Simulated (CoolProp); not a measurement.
Vapour-liquid equilibrium of R22 (1) + R142b (2) at 13 bar; x and y are mole fractions of (1).

The numbers come from the multi-fluid Helmholtz-energy mixture model, Kamei 1995 and Lemmon 2006; pair parameters Bell 2016 in CoolProp.

```tsv
x	bubble temperature, mixture model (°C)	bubble temperature, Raoult's law (°C)	y, mixture model	y, Raoult's law
0.05	74.2	73.5	0.095	0.124
0.2	66.0	64.0	0.336	0.407
0.35	58.7	56.2	0.527	0.601
0.5	52.1	49.6	0.681	0.740
0.65	45.9	43.9	0.805	0.843
0.8	40.2	39.0	0.904	0.922
0.95	35.0	34.7	0.979	0.983
```

The largest gap from Raoult's law is +2.5 K in bubble temperature, at x = 0.5. No azeotrope shows between x = 0.05 and 0.95.

The pair parameters rest on a limited set of measurements; away from them the model extrapolates.
